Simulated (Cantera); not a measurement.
An adiabatic, constant-pressure homogeneous reactor starts with CO : H2 : CH4 : O2 : N2 = 1 : 0.11 : 0.79 : 2.7 : 10.2 (molar parts), equivalence ratio 0.79, at 1625 K and 2.00 bar. Integrator tolerance rtol = 1e-08.

Detailed kinetics in Cantera: GRI-Mech 3.0 (53 species, 325 reactions).

### Question
What does this change do: 1.3 parts CO2 added?

### Answer
```
quantity                                                              before                                      after
---------------------------------  -----------------------------------------  -----------------------------------------
time of steepest temperature rise                                   0.126 ms                                   0.142 ms
temperature at 2.00 s                                                 2759 K                                     2645 K
equilibrium temperature                                               2759 K                                     2645 K
x(CO) at 2.00 s                        0.0364 (gas-phase equilibrium 0.0364)      0.0391 (gas-phase equilibrium 0.0391)
x(H2) at 2.00 s                      0.00610 (gas-phase equilibrium 0.00610)    0.00365 (gas-phase equilibrium 0.00365)
x(CH4) at 2.00 s                       <1e-12 (gas-phase equilibrium <1e-12)      <1e-12 (gas-phase equilibrium <1e-12)
x(H2O) at 2.00 s                       0.0982 (gas-phase equilibrium 0.0982)      0.0948 (gas-phase equilibrium 0.0948)
x(HCN) at 2.00 s                   6.03e-10 (gas-phase equilibrium 6.03e-10)  2.99e-10 (gas-phase equilibrium 2.99e-10)
x(O) at 2.00 s                       0.00698 (gas-phase equilibrium 0.00698)    0.00434 (gas-phase equilibrium 0.00434)
x(NO) at 2.00 s                        0.0151 (gas-phase equilibrium 0.0151)      0.0123 (gas-phase equilibrium 0.0123)
```
